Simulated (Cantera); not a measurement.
Feed: 1 mol PbO, 0.013 mol O₂, 0.1 mol H₂, at 13300 Pa.

Method: chemical equilibrium by Gibbs-energy minimisation in Cantera with the NASA 1993 tables (ideal gas, pure condensed phases). Candidate condensed phases: H₂O, Pb, PbO, PbO₂, Pb₃O₄; 12 gas species. Each liquid is taken as pure. Mutual solubility and eutectic melting of coexisting phases are not modelled. Gases not in the tables: (PbO)n polymers. Rates play no part.

x: gas mole fraction; n: condensed amount in mol.

```
T (K)  x H₂O     x Pb     x PbO        x H₂    x Pb₂     x OH  n Pb(l)  n PbO(l)
-----  -----  -------  --------  ----------  -------  -------  -------  --------
1198   0.995  0.00468  0.000491  (withheld)  1.71e-7  2.36e-7   0.0735     0.926
1248   0.989  0.00975   0.00132  (withheld)  5.81e-7  6.64e-7   0.0730     0.926
1298   0.977   0.0192   0.00327  (withheld)  1.79e-6  1.71e-6   0.0720     0.926
1348   0.956   0.0358   0.00754  (withheld)  5.08e-6  4.09e-6   0.0702     0.925
1398   0.919   0.0639    0.0163  (withheld)  1.33e-5  9.08e-6   0.0670     0.924
1448   0.856    0.109    0.0333    0.000755  3.25e-5  1.87e-5   0.0611     0.922
1498   0.754    0.181    0.0645    0.000797  7.47e-5  3.57e-5   0.0499     0.918
```

Problem. Complete the blanks.

Solution. 
- 1198, x H₂: 0.000300
- 1248, x H₂: 0.000379
- 1298, x H₂: 0.000470
- 1348, x H₂: 0.000569
- 1398, x H₂: 0.000669
